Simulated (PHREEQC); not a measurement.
**Spent oxide etchant (model solution)**

A solution holds 3.4 mmol/kgw HF and 0.26 mmol/kgw (NH4)2SiF6, at 25 °C. Closed to the air; pH follows from the charge balance.

Model: ion-association model, phreeqc.dat, run in PHREEQC.

```yaml
pH: 2.92
ionic_strength: 0.00202 mol/kgw
total_alkalinity: -4.44 meq/kg
```

```
species  molality  activity   log γ
-------  --------  --------  ------
HF        0.00220   0.00220   0.000
F-        0.00129   0.00122  -0.022
H+        0.00126   0.00120  -0.020
NH4+     0.000520  0.000494  -0.022
SiF6-2   0.000241  0.000198  -0.085
H4SiO4    1.87e-5   1.87e-5   0.000
HF2-      1.09e-5   1.03e-5  -0.022
```

No solid was allowed to form. Species that the database lacks are ignored. SiF6-2 is the database's only silicon fluoride.
